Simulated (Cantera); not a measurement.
Charge: 1 mol SiH₂Cl₂, a varied amount of N₂, 2.3 mol H₂, equilibrated at 0.233 Torr.

These are equilibrium values from Cantera (NASA tables, ideal gas, pure condensed phases), not measurements of a reactor. Candidate condensed phases: NH₄Cl, Si, Si₃N₄; 28 gas species. N₂ is the only nitrogen source here; it is nearly inert below about 1500 K, so the nitride shown seldom forms there in practice. The tables' values for SiCl₃ are old estimates. Kinetics and transport are ignored.

Stable condensed phases, one row left out:

```
T in K \ n(N₂) in mol
         1.9   4 6.1 8.2  10  12  15  17  19  21  23  25
   2123    A   A   A   A   A   A   A   A   A   A   A   A
   2073    A   A   A   A   A   A   A   A   A   A   A   A
   2023    A   A   A   A   A   A   A   A   A   A   A   A
   1973    A   A   A   A   A   A   A   A   A   A   A   A
   1923    B   A   A   A   A   A   A   A   A   A   A   A
   1873    B   B   B   A   A   A   A   A   A   A   A   A
   1823    B   B   B   B   B   B   B   B   B   A   A   A
   1773    B   B   B   B   B   B   B   B   B   B   B   B
   1723    B   B   B   B   B   B   B   B   B   B   B   B
   1673    B   B   B   B   B   B   B   B   B   B   B   B
   1623    B   B   B   B   B   B   B   B   B   B   B   B
   1523    C   C   C   C   C   C   C   C   C   C   C   C
   1473    C   C   C   C   C   C   C   C   C   C   C   C
```

A: gas only; B: Si; C: Si₃N₄.

### Question
Give the row for 1573 K.

### Answer
1.9: Si; 4: Si; 6.1: Si; 8.2: Si₃N₄; 10: Si₃N₄; 12: Si₃N₄; 15: Si₃N₄; 17: Si₃N₄; 19: Si₃N₄; 21: Si₃N₄; 23: Si₃N₄; 25: Si₃N₄.
